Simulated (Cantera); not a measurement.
Feed: 1 mol CF4, 0.05 mol F2, at 2.03 Torr.

Method: chemical equilibrium by Gibbs-energy minimisation in Cantera with the NASA 1993 tables (ideal gas, pure condensed phases). Candidate condensed phases: C; 13 gas species. Gases not in the tables: C2F6 and larger saturated fluorocarbons. Rates play no part.

x: gas mole fraction; n: condensed amount in mol.

| T (K) | x CF4 | x F | x CF2 | x CF | x C | x C3 | x C2 | n C(graphite) |
|---|---|---|---|---|---|---|---|---|
| 1298 | 0.909 | 0.0909 | <1e-12 | <1e-12 | <1e-12 | <1e-12 | <1e-12 | 0 |
| 1498 | 0.909 | 0.0909 | 2.28e-9 | <1e-12 | <1e-12 | <1e-12 | <1e-12 | 0 |
| 1698 | 0.909 | 0.0910 | [?] | [?] | <1e-12 | <1e-12 | <1e-12 | 0 |
| 1898 | 0.883 | 0.107 | 0.00796 | 2.70e-6 | 1.03e-11 | <1e-12 | <1e-12 | 0 |
| 2098 | 0.537 | 0.328 | 0.125 | 0.000327 | 1.14e-8 | 2.54e-10 | 1.61e-10 | 0 |
| 2298 | 0.0520 | 0.643 | 0.293 | 0.00529 | 1.49e-6 | 7.32e-7 | 1.31e-7 | 0 |
| 2498 | 0.00112 | 0.782 | 0.190 | 0.0254 | 6.00e-5 | 0.000178 | 1.64e-5 | 0.250 |
| 2698 | [?] | 0.880 | [?] | [?] | [?] | [?] | [?] | [?] |
| 2898 | 3.41e-7 | 0.852 | 0.0199 | 0.0791 | 0.00687 | 0.0374 | 0.00373 | 0.0351 |
| 3098 | 5.98e-9 | 0.863 | 0.00383 | 0.0611 | 0.0233 | 0.0403 | 0.00830 | 0 |
| 3298 | 1.39e-10 | 0.854 | 0.000759 | 0.0421 | 0.0601 | 0.0297 | 0.0131 | 0 |

Q: Fill in the missing entries.

A: 
- 2698, x CF4: 1.93e-5
- 2698, x CF2: 0.0656
- 2698, x CF: 0.0504
- 2698, x C: 0.000766
- 2698, x C3: 0.00317
- 2698, x C2: 0.000304
- 2698, n C(graphite): 0.509
- 1698, x CF2: 1.26e-5
- 1698, x CF: 1.02e-10
